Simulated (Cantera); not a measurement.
## Gas-phase reforming

An isothermal, constant-pressure homogeneous reactor starts with CH₄ : CO₂ : H₂ = 1 : 0.42 : 1.5 (molar parts), at 1350 K and 150000 Pa.

Cantera simulation using GRI-Mech 3.0 (53 species, 325 reactions); the numbers are that mechanism's predictions, not measurements. GRI-Mech 3.0 stops at C3 and has no aromatics, soot or wall deposition, so with more carbon than oxygen in the feed, carbon stays in small species such as C2H2 where larger ones or solid carbon would form.

```csv
t (s),x CH₄,x CO₂,x H₂,x HCO,x CH₂O
6.00e-6,0.342,0.144,0.514,<1e-12,<1e-12
2.69e-5,0.342,0.144,0.514,<1e-12,<1e-12
0.000121,0.342,0.144,0.514,<1e-12,5.61e-12
0.000543,0.342,0.144,0.514,<1e-12,3.90e-10
0.00244,0.342,0.144,0.514,<1e-12,6.03e-9
0.0110,0.342,0.144,0.514,1.31e-12,1.93e-8
0.0492,0.342,0.143,0.513,4.45e-12,2.52e-8
0.221,0.340,0.140,0.512,1.79e-11,2.70e-8
0.992,0.331,0.126,0.504,8.13e-11,3.32e-8
4.45,0.302,0.0749,0.476,3.56e-10,5.34e-8
20.0,0.271,0.0187,0.445,7.30e-10,7.33e-8
```
x: mole fraction; the columns are a selection and need not sum to one.

Equilibrium at this temperature and pressure: CH₄ 0.146, CO₂ 4.91e-6, H₂ 0.628, HCO 1.62e-9, CH₂O 9.63e-8 (gas phase only).
